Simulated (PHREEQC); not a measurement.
0.39 g of hydrous ferric oxide (600 m²/g; 0.2 weak and 0.005 strong sites per Fe, Dzombak-Morel constants, diffuse double layer) in 1 kg of water with 0.01 mol/kgw of an inert sodium salt and 2.4e-05 mol/kgw PbCl2, at 25 °C; the pH is set by adding NaOH or the inert anion's acid. Oxygen is held at 0.21 atm. CO2 from the air is kept out. No solid was allowed to form.

Computed with PHREEQC (ion-association model, wateq4f.dat).

Q: Predict surface charge σ (C/m²), surface potential ψ (mV) at pH = 8.67, 10.67, 11.33, 12.

A: 
| pH | surface charge σ (C/m²) | surface potential ψ (mV) |
|---|---|---|
| 8.67 | -0.007 | -28 |
| 10.67 | -0.072 | -127 |
| 11.33 | -0.126 | -152 |
| 12 | -0.220 | -166 |

Complexes and solids missing from the database can't appear.
